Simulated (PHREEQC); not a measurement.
A solution holds 0.0028 mol KH2PO4 and 0.018 mol K2HPO4 per kg of water, at 15 °C. Closed to the air; pH follows from the charge balance.

Equilibrium calculation in PHREEQC: ion-association model, phreeqc.dat.

Precipitation was switched off in this run.

Question: Order these P species by the share of P that they hold, largest first: KHPO4-, H2PO4-, HPO4-2.

Answer: HPO4-2 (84 %), H2PO4- (13 %), KHPO4- (2.8 %)

The pH is 7.77 and the ionic strength 0.0556 mol/kgw.
